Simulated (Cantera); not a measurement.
Feed: 1 mol AlCl3, 3 mol HCl, 250 mol N2, at 702 °C and 1.33 mbar.

Method: chemical equilibrium by Gibbs-energy minimisation in Cantera with the NASA 1993 tables (ideal gas, pure condensed phases). Candidate condensed phases: Al, AlCl3, AlN, NH4Cl; 20 gas species. The numbers say what is thermodynamically allowed, not how fast it happens.

Base state: N2 0.984, HCl 0.0118, AlCl3 0.00394 (mole fractions); condensed: gas only.

**Question.** What changes in the equilibrium state with this change: temperature from 702 °C to 1475 °C?

**Answer.** 
| species | before | after |
|---|---|---|
| N2 | 0.984 | 0.980 |
| HCl | 0.0118 | 0.0114 |
| Cl | 6.19e-7 | 0.00467 |
| AlCl3 | 0.00394 | 0.00135 |
| AlCl | <1e-9 | 0.00175 |
| AlCl2 | 1.59e-9 | 0.000819 |
| H | <1e-9 | 7.39e-5 |
| H2 | 3.16e-7 | 0.000139 |
The tables' values for AlCl2 are old estimates; treat these amounts as uncertain.

**Question.** What changes in the equilibrium state with this change: temperature from 702 °C to 1650 °C?

**Answer.** 
| species | before | after |
|---|---|---|
| N2 | 0.984 | 0.976 |
| HCl | 0.0118 | 0.0102 |
| Cl | 6.19e-7 | 0.00888 |
| AlCl3 | 0.00394 | 7.52e-5 |
| AlCl | <1e-9 | 0.00349 |
| H | <1e-9 | 0.000573 |
| AlCl2 | 1.59e-9 | 0.000338 |
| H2 | 3.16e-7 | 0.000493 |
The tables' values for AlCl2 are old estimates; treat these amounts as uncertain.
